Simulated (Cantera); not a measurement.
A closed system holds: 1 mol Pb, 17 mol CO, equilibrated at 1498.15 K and 38.3 Torr.

These are equilibrium values from Cantera (NASA tables, ideal gas, pure condensed phases), not measurements of a reactor. Candidate condensed phases: C, Pb, PbO, PbO₂, Pb₃O₄; 15 gas species. The numbers say what is thermodynamically allowed, not how fast it happens.

Base state: CO 0.944, Pb 0.0556, CO₂ 3.07e-5 (mole fractions); condensed: gas only.

Q: What changes in the equilibrium state with this change: 1.6 mol H₂O added?

A: 
| species | before | after |
|---|---|---|
| CO | 0.944 | 0.800 |
| CO₂ | 3.07e-5 | 0.0671 |
| H₂ | 0 | 0.0671 |
| H₂O | 0 | 0.0145 |
| Pb | 0.0556 | 0.0510 |
| H | 0 | 1.97e-5 |
Further candidate phases: C₆H₆, C₇H₈, C₈H₁₈, H₂O.
